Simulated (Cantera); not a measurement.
A closed system holds: 1 mol SiCl4, 0.55 mol NO, 9.8 mol N2, at 0.00150 bar.

These are equilibrium values from Cantera (NASA tables, ideal gas, pure condensed phases), not measurements of a reactor. Candidate condensed phases: Si, SiO2, Si2N2O, Si3N4; 23 gas species. The tables' values for SiCl3 are old estimates; treat these amounts as uncertain. The tables hold silica as quartz up to 1696 K and as liquid above; real silica turns to tridymite and cristobalite and melts near 1996 K. Equilibrium is a limit: real reactors are often held back by kinetics, nucleation or transport.

x: gas mole fraction; n: condensed amount in mol.

```tsv
T (°C)	x N2	x Cl	x SiCl4	x Cl2	x SiO	x SiCl2	x SiCl3	n SiO2(β-quartz)	n SiO2(condensed)
625	0.887	0.000404	0.0639	0.0482	<1e-12	<1e-12	1.26e-10	0.275	0
700	0.887	(withheld)	0.0638	0.0477	<1e-12	<1e-12	2.05e-9	0.275	0
775	0.886	0.00428	0.0637	0.0462	<1e-12	<1e-12	2.25e-8	0.275	0
850	0.883	0.0107	0.0635	0.0428	<1e-12	6.49e-12	1.82e-7	0.275	0
925	0.878	0.0228	0.0631	0.0365	<1e-12	1.96e-10	1.18e-6	0.275	0
1000	0.869	0.0411	0.0626	0.0269	4.17e-11	4.64e-9	6.66e-6	0.275	0
1075	0.860	0.0616	0.0619	0.0162	2.36e-9	9.72e-8	3.46e-5	0.275	0
1150	0.853	(withheld)	0.0612	(withheld)	(withheld)	(withheld)	0.000172	0.275	0
1225	0.849	0.0867	0.0602	0.00340	4.45e-6	3.36e-5	0.000796	0.275	0
1300	0.844	0.0935	0.0571	0.00150	0.000127	0.000455	0.00314	0.274	0
1375	0.830	0.109	0.0465	0.000844	0.00208	0.00351	0.00861	0.262	0
1450	0.786	0.149	0.0260	0.000708	0.0153	0.0107	0.0122	0	0.177
1525	0.729	0.198	0.00802	0.000601	0.0398	0.0157	0.00882	0	0
1600	0.718	0.210	0.00197	0.000344	0.0392	0.0243	0.00582	0	0
```

Question: What belongs in the gaps?

Answer: 
- 700, x Cl: 0.00145
- 1150, x Cl: 0.0776
- 1150, x Cl2: 0.00788
- 1150, x SiO: 1.13e-7
- 1150, x SiCl2: 1.91e-6
